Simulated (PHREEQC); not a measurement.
# Silver or lead bath: an equilibrium model

A solution holds 0.0015 mol/kgw Pb(NO3)2, 9e-05 mol/kgw NaNO3, 0.056 mol/kgw Na2SO4 and 0.0049 mol/kgw HBr, at 25 °C. Closed to the air; pH follows from the charge balance.

Computed with PHREEQC (ion-association model, phreeqc.dat).

```json
{
  "pH": "2.80",
  "ionic_strength": "0.152 mol/kgw",
  "specific_conductance": "10200 µS/cm",
  "density": "1.005 g/cm³",
  "total_alkalinity": "-4.90 meq/kg"
}
```

```
species  molality  activity   log γ
-------  --------  --------  ------
Na+         0.105    0.0797  -0.118
SO4-2      0.0443    0.0143  -0.491
NaSO4-    0.00748   0.00571  -0.118
Br-       0.00487   0.00350  -0.144
NO3-      0.00309   0.00222  -0.144
HSO4-     0.00292   0.00222  -0.120
H+        0.00198   0.00160  -0.092
```

No solid was allowed to form. Examples of supersaturated solids here: Anglesite. Others may be too.
